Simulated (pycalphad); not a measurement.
Computed with pycalphad from the COST 507 light-alloy database (1999), at 1 atm. No gas phase is included, though pure Si would boil below 2927 °C. These are 1990s assessments: newer ones move some temperatures and phases. Phase fractions are per mole of atoms. Diffusion is slow at the low end, where real alloys seldom reach equilibrium.

**Question.** Give the equilibrium state of Si-63.8C (at.%) at 2927 °C.

**Answer.** GRAPHITE, fraction 0.543, with 100 C at.%; LIQUID, fraction 0.457, with 20.8 C at.%.

**Question.** Give the equilibrium state of Si-63.8C (at.%) at 377 °C.

**Answer.** CSI, fraction 0.724, with 50.0 C at.%; GRAPHITE, fraction 0.276, with 100 C at.%.

Database names, with the compositions (at.%) that they take in these runs: CSI: Si 50 C 50.
